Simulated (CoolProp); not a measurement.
Vapour-liquid equilibrium of CH2F2 (R32) (1) + 1-butene (2) at 305.8 K; x and y are mole fractions of (1).

Model: multi-fluid Helmholtz-energy mixture model, Tillner-Roth 1997 and Lemmon 2005; pair parameters Bell 2016, in CoolProp.

```
x     bubble pressure, mixture model (MPa)  bubble pressure, Raoult's law (MPa)  y, mixture model  y, Raoult's law
----  ------------------------------------  -----------------------------------  ----------------  ---------------
0.05                                0.7524                               0.4570             0.484            0.226
0.15                                 1.304                               0.6261             0.693            0.494
0.25                                 1.629                               0.7952             0.752            0.649
0.35                                 1.803                               0.9643             0.778            0.749
0.45                                 1.897                                1.133             0.793            0.819
0.55                                 1.958                                1.302             0.804            0.871
0.65                                 2.011                                1.472             0.817            0.911
0.75                                 2.064                                1.641             0.838            0.943
0.85                                 2.107                                1.810             0.873            0.969
0.95                                 2.106                                1.979             0.941            0.991
```

The largest gap from Raoult's law is +108.3 % in bubble pressure, at x = 0.15. y crosses x between x = 0.85 and 0.95: the model has an azeotrope there.

Pair parameters are fitted to limited data, so mixtures are less certain than the pure fluids. With so large a gap from Raoult's law the liquid may split in two, which this calculation doesn't test in full.
